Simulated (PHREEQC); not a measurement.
**Reverse-osmosis permeate**

A made-up water analysis in mg/L, 70 °C, pH 5.62, pe 10.2:

```
constituent                  mg/L
-----------------------  --------
Na                            3.4
K                           0.419
Ca                           2.53
Mg                          0.614
Cl                           4.09
S(6) as SO4                  7.69
Alkalinity as HCO3           3.08
Cd                          0.914
Cu(2)                        0.17
F                         0.00584
Li                       0.000778
O(0) (dissolved oxygen)     0.283
```

Valence states are taken as typed.

Computed with PHREEQC (ion-association model, wateq4f.dat).

Each row changes one thing in this solution. No solid was allowed to form.

```json
[
 {"case": "as made", "CO2 (mol/kgw)": "0.000250", "SO4-2 (mol/kgw)": "7.76e-5", "HCO3- (mol/kgw)": "5.27e-5", "Mg+2 (mol/kgw)": "2.43e-5", "Cd+2 (mol/kgw)": "7.85e-6", "Cu+2 (mol/kgw)": "2.53e-6", "SI of Tenorite (CuO)": "-0.56", "SI of Cu(OH)2 (Cu(OH)2)": "-1.58"},
 {"case": "F from 0.00584 to 0.00292 mg/L", "CO2 (mol/kgw)": "0.000250", "SO4-2 (mol/kgw)": "7.76e-5", "HCO3- (mol/kgw)": "5.27e-5", "Mg+2 (mol/kgw)": "2.43e-5", "Cd+2 (mol/kgw)": "7.85e-6", "Cu+2 (mol/kgw)": "2.53e-6", "SI of Tenorite (CuO)": "-0.56", "SI of Cu(OH)2 (Cu(OH)2)": "-1.58"},
 {"case": "temperature from 70 to 60 °C at the same typed pH", "CO2 (mol/kgw)": "0.000240", "SO4-2 (mol/kgw)": "7.79e-5", "HCO3- (mol/kgw)": "5.27e-5", "Mg+2 (mol/kgw)": "2.44e-5", "Cd+2 (mol/kgw)": "7.86e-6", "Cu+2 (mol/kgw)": "2.53e-6", "SI of Tenorite (CuO)": "-0.85", "SI of Cu(OH)2 (Cu(OH)2)": "-1.87"},
 {"case": "all concentrations times 3 at the same typed pH", "CO2 (mol/kgw)": "0.000710", "SO4-2 (mol/kgw)": "0.000223", "HCO3- (mol/kgw)": "0.000152", "Mg+2 (mol/kgw)": "6.87e-5", "Cd+2 (mol/kgw)": "2.23e-5", "Cu+2 (mol/kgw)": "7.03e-6", "SI of Tenorite (CuO)": "-0.15", "SI of Cu(OH)2 (Cu(OH)2)": "-1.17"}
]
```

Constants without temperature data keep their 25 °C values here.
